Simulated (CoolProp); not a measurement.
The numbers come from the reference Helmholtz-energy equation of state, Thol 2015 in CoolProp.

Q: Give the vapour pressure (MPa), liquid density (kg/m³), vapour density (kg/m³), enthalpy of vaporisation (kJ/kg) of saturated octamethylcyclotetrasiloxane (D4) at 342.1, 374.6 K.

A: 
```tsv
T (K)	p (MPa)	liquid density (kg/m³)	vapour density (kg/m³)	enthalpy of vaporisation (kJ/kg)
342.1	0.00208	900	0.218	170
374.6	0.00928	861	0.895	158
```
